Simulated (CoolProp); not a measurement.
A simple Rankine cycle with cis-2-butene: condensing at 300.15 K, boiler at 1.02 MPa, turbine inlet 372.1 K, turbine efficiency 0.7, pump efficiency 0.6, no recuperator. Each further row changes one setting.

Model: reference Helmholtz-energy equation of state, Lemmon 2005, in CoolProp. It is a short technical equation, of lower accuracy than the large ones.

| case | thermal efficiency (%) | net work (kJ/kg) | heat in (kJ/kg) | turbine exit temperature (K) | volume ratio over the turbine |
|---|---|---|---|---|---|
| as stated | 9.5 | [?] | 483 | 329.4 | 4.50 |
| turbine inlet 392.1 K | 9.5 | 49.9 | 523 | [?] | 4.44 |
| condensing temperature 292.15 K | 10.7 | 53.8 | 501 | 323.2 | 5.79 |
| boiler pressure 0.714 MPa | 7.5 | 37.2 | 494 | 341.4 | [?] |
| turbine efficiency 0.6 | 8.1 | 39.0 | 483 | 333.6 | 4.57 |

Question: Complete the blanks.

Answer: 
- as stated, net work (kJ/kg): 45.8
- turbine inlet 392.1 K, turbine exit temperature (K): 351.0
- boiler pressure 0.714 MPa, volume ratio over the turbine: 3.08
